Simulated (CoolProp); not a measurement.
Vapour-liquid equilibrium of carbon dioxide (1) + R142b (2) at -33.95 °C; x and y are mole fractions of (1).

The numbers come from the multi-fluid Helmholtz-energy mixture model, Span 1996 and Lemmon 2006; pair parameters Bell 2016 in CoolProp.

```csv
x,"bubble pressure, mixture model (MPa)","bubble pressure, Raoult's law (MPa)","y, mixture model","y, Raoult's law"
0.05,0.08209,0.09348,0.614,0.667
0.125,0.1658,0.1846,0.820,0.845
0.2,0.2576,0.2757,0.892,0.905
0.275,0.3539,0.3668,0.927,0.935
0.35,0.4513,0.4579,0.947,0.954
0.425,0.5474,0.5490,0.960,0.966
0.5,0.6406,0.6401,0.969,0.974
0.575,0.7305,0.7312,0.976,0.981
0.65,0.8179,0.8223,0.981,0.986
0.725,0.9040,0.9134,0.986,0.990
0.8,0.9911,1.004,0.990,0.993
0.875,1.082,1.096,0.993,0.996
0.95,1.178,1.187,0.997,0.999
```

The largest gap from Raoult's law is -12.2 % in bubble pressure, at x = 0.05. No azeotrope shows between x = 0.05 and 0.95.

The pair parameters rest on a limited set of measurements; away from them the model extrapolates.
